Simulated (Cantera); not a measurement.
An isothermal, constant-pressure homogeneous reactor starts with 3.56 % H₂, 11.5 % O₂, 85.0 % N₂, equivalence ratio 0.15, at 1075 K and 83000 Pa.

Detailed kinetics in Cantera: the H2/O2 subset of GRI-Mech 3.0, which has no nitrogen chemistry. The temperature is held fixed by assumption; the heat of reaction is taken as removed at once.

One state of this run: x H₂ = 8.77e-8; x O₂ = 0.0988; x OH = 1.94e-6; x O = 3.03e-8; x H₂O₂ = 4.40e-9; x HO₂ = 1.13e-8. x: mole fraction; the columns are a selection and need not sum to one.

### Question
Which value of t (s) does it belong to?
(A) 0.846
(B) 0.449
(C) 0.127
(D) 0.00284

### Answer
C, 0.127
